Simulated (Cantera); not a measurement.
An adiabatic, constant-volume homogeneous reactor starts with 4.94 % CH3OH, 20.0 % O2, 75.1 % N2, equivalence ratio 0.37, at 1800 K and 12.0 bar.

Detailed kinetics in Cantera: GRI-Mech 3.0 (53 species, 325 reactions). GRI-Mech 3.0 was tuned for natural gas; its chemistry of methanol as a main component is partial and can be far from experiment. The pressure lies above the range GRI-Mech 3.0 was tuned for (to about 10 atm).

Question: Predict: time of steepest temperature rise; temperature at 5.00 s; equilibrium temperature; x(O2) at 5.00 s; x(NO) at 5.00 s.

Answer: 
* **time of steepest temperature rise**: 3.72 µs
* **temperature at 5.00 s**: 2692 K
* **equilibrium temperature**: 2692 K
* **x(O2) at 5.00 s**: 0.109 (gas-phase equilibrium 0.109)
* **x(NO) at 5.00 s**: 0.0217 (gas-phase equilibrium 0.0217)
